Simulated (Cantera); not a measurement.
An adiabatic, constant-pressure homogeneous reactor starts with CH4 : O2 : N2 = 1 : 5.56 : 20.9 (molar parts), equivalence ratio 0.36, at 1525 K and 3750 Torr. Integrator tolerance rtol = 1e-08.

Computed with Cantera and GRI-Mech 3.0 (53 species, 325 reactions).

What does this change do: O2 5.56 to 3.8 parts?


```csv
quantity,before,after
time of steepest temperature rise,0.189 ms,0.287 ms
temperature at 0.400 s,2252 K,2302 K
equilibrium temperature,2252 K,2302 K
x(CH4) at 0.400 s,<1e-12 (gas-phase equilibrium <1e-12),<1e-12 (gas-phase equilibrium <1e-12)
x(O2) at 0.400 s,0.123 (gas-phase equilibrium 0.123),0.0649 (gas-phase equilibrium 0.0649)
x(C2H2) at 0.400 s,<1e-12 (gas-phase equilibrium <1e-12),<1e-12 (gas-phase equilibrium <1e-12)
x(CO) at 0.400 s,0.000393 (gas-phase equilibrium 0.000393),0.000792 (gas-phase equilibrium 0.000792)
x(C2H) at 0.400 s,<1e-12 (gas-phase equilibrium <1e-12),<1e-12 (gas-phase equilibrium <1e-12)
x(H2O) at 0.400 s,0.0711 (gas-phase equilibrium 0.0711),0.0758 (gas-phase equilibrium 0.0758)
```
